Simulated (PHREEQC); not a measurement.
Make-up at 25 °C: 0.0089 mol/kgw HF, 5.6e-05 mol/kgw (NH4)2SiF6, 3.2e-05 mol/kgw H3AsO4 and 0.046 mol/kgw H2SO4. Closed to the air; pH follows from the charge balance.

Equilibrium calculation in PHREEQC: ion-association model, wateq4f.dat.

```yaml
pH: 1.30
ionic_strength: 0.0726 mol/kgw
total_alkalinity: -101 meq/kg
```

```json
[
 {"species": "H+", "molality": "0.0593", "activity": "0.0497", "log γ": "-0.076"},
 {"species": "HSO4-", "molality": "0.0329", "activity": "0.0262", "log γ": "-0.098"},
 {"species": "SO4-2", "molality": "0.0131", "activity": "0.00542", "log γ": "-0.384"},
 {"species": "HF", "molality": "0.00838", "activity": "0.00852", "log γ": "0.007"},
 {"species": "H2F2", "molality": "0.000186", "activity": "0.000189", "log γ": "0.007"},
 {"species": "F-", "molality": "0.000146", "activity": "0.000114", "log γ": "-0.105"},
 {"species": "NH4+", "molality": "0.000105", "activity": "8.37e-5", "log γ": "-0.097"},
 {"species": "SiF6-2", "molality": "5.49e-5", "activity": "2.28e-5", "log γ": "-0.381"},
 {"species": "H3AsO4", "molality": "2.84e-5", "activity": "2.88e-5", "log γ": "0.007"},
 {"species": "NH4SO4-", "molality": "7.28e-6", "activity": "5.85e-6", "log γ": "-0.095"},
 {"species": "HF2-", "molality": "4.76e-6", "activity": "3.74e-6", "log γ": "-0.105"},
 {"species": "H2AsO4-", "molality": "3.64e-6", "activity": "2.91e-6", "log γ": "-0.097"},
 {"species": "H4SiO4", "molality": "1.08e-6", "activity": "1.10e-6", "log γ": "0.007"}
]
```

This is a speciation only: nothing precipitates in the calculation. Species that the database lacks are ignored. SiF6-2 is the database's only silicon fluoride.
